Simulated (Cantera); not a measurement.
Input: 1 mol Si, 1.1 mol Br2, 16 mol N2, at 825 °C and 11.0 Pa.

Equilibrium computed with Cantera from the NASA thermochemical tables; the gas is ideal and each condensed phase is pure. Candidate condensed phases: Br2, Si, Si3N4; 13 gas species. N2 is the only nitrogen source here; it is nearly inert below about 1500 K, so the nitride shown seldom forms there in practice. The tables' values for SiBr3 are old estimates; treat these amounts as uncertain. Kinetics and transport are ignored.

Base state: N2 0.961, SiBr4 0.0304, Br 0.00433, SiBr2 0.00298, SiBr3 0.000856 (mole fractions); condensed: Si3N4(s).

### Question
What changes in the equilibrium state with this change: temperature from 825 °C to 1400 °C?

### Answer
| species | before | after |
|---|---|---|
| N2 | 0.961 | 0.902 |
| Br | 0.00433 | 0.0620 |
| SiBr2 | 0.00298 | 0.0296 |
| SiBr4 | 0.0304 | 1.98e-8 |
| Si | <1e-9 | 0.00380 |
| SiBr | 1.06e-9 | 0.00280 |
| Si3N4(s), mol | 0.147 | 0 |
| Si(s), mol | 0 | 0.355 |
The tables' values for SiBr, SiN are old estimates; treat these amounts as uncertain.

### Question
What changes in the equilibrium state with this change: temperature from 825 °C to 1375 °C?

### Answer
```json
[
 {"species": "N2", "before": "0.961", "after": "0.906"},
 {"species": "Br", "before": "0.00433", "after": "0.0560"},
 {"species": "SiBr2", "before": "0.00298", "after": "0.0332"},
 {"species": "SiBr4", "before": "0.0304", "after": "3.40e-8"},
 {"species": "Si", "before": "<1e-9", "after": "0.00234"},
 {"species": "SiBr", "before": "1.06e-9", "after": "0.00224"},
 {"species": "Si2N", "before": "<1e-9", "after": "2.97e-5"},
 {"species": "SiN", "before": "<1e-9", "after": "1.69e-5"},
 {"species": "SiBr3", "before": "0.000856", "after": "9.73e-6"},
 {"species": "Si3N4(s), mol", "before": "0.147", "after": "0"},
 {"species": "Si(s), mol", "before": "0", "after": "0.331"}
]
```
The tables' values for SiBr, SiN are old estimates; treat these amounts as uncertain.
